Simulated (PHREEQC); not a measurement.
Dissolve 0.01 mol/kgw HCl, 0.29 mol/kgw CaCl2 and 0.00071 mol/kgw CuCl2 at 5 °C. Closed to the air; pH follows from the charge balance.

Computed with PHREEQC (ion-association model, phreeqc.dat).

Task: The ionic strength comes out as 0.882 mol/kgw. What activity coefficients do H+, Cu+2, Ca+2, CuCl+, Cl- get?

Result: H+ 0.75, Cu+2 0.22, Ca+2 0.26, CuCl+ 0.62, Cl- 0.62.

No solid was allowed to form. The ionic strength is past about 0.7 mol/kgw, beyond the range of this activity model, so the values are rough. Constants without temperature data keep their 25 °C values here.
